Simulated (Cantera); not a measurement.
Thermodynamics of chlorosilane synthesis and conversion, feed Si + Cl2 + H2

Feed: 1 mol Si, 2.8 mol Cl2, a varied amount of H2, at 1075 K and 1 atm.

Cantera equilibrium calculation (NASA polynomials, part measured and part estimated; ideal gas, pure solids and liquids). Candidate condensed phases: Si; 19 gas species. The tables' values for SiCl3 are old estimates; treat these amounts as uncertain. Kinetics and transport are ignored.

```
n(H2) (mol)  x HCl  x SiCl4     x Cl2      x H2  x SiHCl3
-----------  -----  -------  --------  --------  --------
0.2          0.200    0.500     0.300  1.93e-11    <1e-12
0.25         0.244    0.488     0.268  3.20e-11    <1e-12
0.31         0.294    0.474     0.232  5.37e-11  1.08e-12
0.37         0.341    0.461     0.198  8.48e-11  1.42e-12
0.46         0.407    0.442     0.150  1.59e-10  2.15e-12
0.56         0.474    0.424     0.102  3.20e-10  3.55e-12
0.69         0.554    0.402    0.0441   1.01e-9  9.06e-12
0.85         0.604    0.377   2.82e-9    0.0187  0.000145
1            0.572    0.356  6.67e-10    0.0708  0.000549
1.3          0.517    0.321  2.42e-10     0.160   0.00123
```
x: gas mole fraction; nothing condenses.

From 0.2 mol H2 to 1.3 mol H2 nothing is condensed. The main Si-bearing gas is SiCl4 throughout.
